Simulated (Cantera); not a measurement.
What does this Cantera script print?

```python
import numpy as np
import cantera as ct

gas_names = """
    C CN CO CO2 C2 CCN CNC C2N2 C2O C3 C3O2 C4 C4N2 C5 N NCO NO NO2 NO3 N2 N2O O O2 O3 Si SiC SiC2 SiN
    SiO SiO2 Si2 Si2C Si2N Si3
""".split()
cond_names = """
    C(gr) Si(cr) Si(L) SiC(b) SiO2(Lqz) SiO2(hqz) SiO2(L) Si2N2O(s) Si3N4(a)
""".split()


# ... load() reads the species with a 1 bar reference pressure and builds the phases ...
atoms = {
    'Si3N4': {'Si': 3, 'N': 4},
    'CO2': {'C': 1, 'O': 2},
    'N2': {'N': 2},
}
top_T = {'C(gr)': 4500, 'SiC(b)': 3050, 'Si2N2O(s)': 2100, 'Si3N4(a)': 2400}  # K; cautious upper limits of use, not melting points


# ... equilibrate(T, P, feed) seeds the gas with the atoms and calls Mixture.equilibrate('TP', solver="vcs", rtol=1e-11, max_steps=5000) ...
results = []
T = 1250  # K
P = 101325  # Pa
for m in [0.41, 0.56, 0.76, 1, 1.4, 1.9, 2.6, 3.5]:
    feed = {'Si3N4': 1, 'CO2': m, 'N2': 5.1}  # mol
    mix = equilibrate(T, P, feed)
    results.append((T, P, feed, dict(zip(mix.species_names, mix.species_moles))))
    x = sorted(zip(gas.X, gas.species_names), reverse=True)
    print(f"T = {T:g} K  P = {P:g} Pa  n(CO2) = {m:g} mol  gas = {mix.phase_moles(0):.4g} mol")
    print("   x: " + "  ".join(f"{s} {v:.3e}" for v, s in x if v > 1e-05))
    print("   condensed (mol): " + ("  ".join(f"{mix.phase(i).name} {mix.phase_moles(i):.4g}"
          for i in range(1, mix.n_phases) if mix.phase_moles(i) > 1e-12) or "none"))
```

It prints:

```
T = 1250 K  P = 101325 Pa  n(CO2) = 0.41 mol  gas = 5.373 mol
   x: N2 1.000e+00
   condensed (mol): C(gr) 0.41  Si2N2O(s) 0.82  Si3N4(a) 0.4533
T = 1250 K  P = 101325 Pa  n(CO2) = 0.56 mol  gas = 5.473 mol
   x: N2 1.000e+00
   condensed (mol): C(gr) 0.56  Si2N2O(s) 1.12  Si3N4(a) 0.2533
T = 1250 K  P = 101325 Pa  n(CO2) = 0.76 mol  gas = 5.62 mol
   x: N2 9.964e-01  CO 3.558e-03
   condensed (mol): C(gr) 0.74  Si2N2O(s) 1.5
T = 1250 K  P = 101325 Pa  n(CO2) = 1 mol  gas = 5.87 mol
   x: N2 9.736e-01  CO 2.639e-02
   condensed (mol): C(gr) 0.845  SiO2(hqz) 0.23  Si2N2O(s) 1.385
T = 1250 K  P = 101325 Pa  n(CO2) = 1.4 mol  gas = 6.141 mol
   x: N2 9.736e-01  CO 2.639e-02
   condensed (mol): C(gr) 1.238  SiO2(hqz) 0.7586  Si2N2O(s) 1.121
T = 1250 K  P = 101325 Pa  n(CO2) = 1.9 mol  gas = 6.481 mol
   x: N2 9.736e-01  CO 2.639e-02
   condensed (mol): C(gr) 1.729  SiO2(hqz) 1.419  Si2N2O(s) 0.7904
T = 1250 K  P = 101325 Pa  n(CO2) = 2.6 mol  gas = 6.956 mol
   x: N2 9.736e-01  CO 2.639e-02
   condensed (mol): C(gr) 2.416  SiO2(hqz) 2.344  Si2N2O(s) 0.3279
T = 1250 K  P = 101325 Pa  n(CO2) = 3.5 mol  gas = 8.099 mol
   x: N2 8.767e-01  CO 1.232e-01  CO2 1.480e-04
   condensed (mol): C(gr) 2.501  SiO2(hqz) 3
```

Cantera equilibrium calculation (NASA polynomials, part measured and part estimated; ideal gas, pure solids and liquids). Mutual solubility and eutectic melting of coexisting phases are not modelled. The tables hold silica as quartz up to 1696 K and as liquid above; real silica turns to tridymite and cristobalite and melts near 1996 K.
